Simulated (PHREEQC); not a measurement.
Consider water at 60 °C with 0.0047 mol/kgw HCl and 0.00013 mol/kgw MnSO4. Closed to the air; pH follows from the charge balance.

Computed with PHREEQC (ion-association model, phreeqc.dat).

Problem. The ionic strength comes out as 0.00510 mol/kgw. What activity coefficients do MnCl+, SO4-2, HSO4-, Mn+2, H+ get?

Solution. MnCl+ 0.92, SO4-2 0.73, HSO4- 0.92, Mn+2 0.73, H+ 0.93.

This is a speciation only: nothing precipitates in the calculation. Species that the database lacks are ignored. Away from 25 °C the constants follow the database's enthalpies or fits; those with neither stay at their 25 °C values.
